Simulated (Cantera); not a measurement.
Mixture: CH₄ : O₂ : N₂ = 1 : 1.43 : 5.86 (molar parts), at 405 Torr, adiabatic and at constant volume. Ignition delay is the time to a rise of 400 K.

Detailed kinetics in Cantera: GRI-Mech 3.0 (53 species, 325 reactions).

Q: Predict: delay at 1075 K; delay at 1275 K; delay at 1475 K; delay at 1675 K; delay at 1875 K; apparent activation energy between 1775 and 1975 K.

A: 
| Property | Result |
|---|---|
| delay at 1075 K | 0.684 s |
| delay at 1275 K | 32.2 ms |
| delay at 1475 K | 2.79 ms |
| delay at 1675 K | 0.465 ms |
| delay at 1875 K | 0.128 ms |
| apparent activation energy between 1775 and 1975 K | 160 kJ/mol |
